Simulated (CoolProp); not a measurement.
Carbon monoxide at 486.16 K and 7.22 MPa is throttled through a valve to 4.17 MPa with no heat exchange. Each further row changes one setting.

Values from CoolProp's reference Helmholtz-energy equation of state, Lemmon 2006. It is a short technical equation, of lower accuracy than the large ones.

```csv
case,temperature change (K),final phase,final density (kg/m³)
as stated,-1.3,supercritical,…
outlet pressure 1.25 MPa,…,gas,…
outlet pressure 5.42 MPa,…,supercritical,36.8
```

Problem. What belongs in the gaps?

Solution. 
- as stated, final density (kg/m³): 28.5
- outlet pressure 1.25 MPa, temperature change (K): -2.9
- outlet pressure 1.25 MPa, final density (kg/m³): 8.67
- outlet pressure 5.42 MPa, temperature change (K): -0.8
